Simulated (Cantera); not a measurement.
# Equilibrium for halide evaporation, hydrolysis and transport: MgF₂ + HF + H₂

Input: 1 mol MgF₂, 0.39 mol HF, 0.24 mol H₂, held at 10000 Pa.

Method: chemical equilibrium by Gibbs-energy minimisation in Cantera with the NASA 1993 tables (ideal gas, pure condensed phases). Candidate condensed phases: Mg, MgF₂; 17 gas species. Kinetics and transport are ignored.

| T (K) | x HF | x H₂ | x MgF₂ | x MgF | x H | n MgF₂(l) |
|---|---|---|---|---|---|---|
| 1623 | 0.616 | 0.379 | 0.00406 | 5.87e-6 | 0.000135 | 0.997 |
| 1673 | 0.614 | 0.378 | 0.00801 | 1.86e-5 | 0.000221 | 0.995 |
| 1723 | 0.610 | 0.375 | 0.0151 | 5.48e-5 | 0.000353 | 0.990 |
| 1773 | 0.602 | 0.370 | 0.0275 | 0.000152 | 0.000547 | 0.982 |
| 1823 | 0.589 | 0.361 | 0.0481 | 0.000399 | 0.000824 | 0.968 |
| 1873 | 0.568 | 0.348 | 0.0815 | 0.000996 | 0.00120 | 0.943 |
| 1923 | 0.536 | 0.325 | 0.134 | 0.00239 | 0.00170 | 0.900 |
| 1973 | 0.487 | 0.289 | 0.214 | 0.00553 | 0.00229 | 0.819 |
x: gas mole fraction; n: condensed amount in mol.

From 1623 K to 1973 K the condensed part is MgF₂(l). The main Mg-bearing gas is MgF₂ throughout. The share of Mg in condensed phases is highest at 1623 K (99.7 %) and lowest at 1973 K (81.9 %).
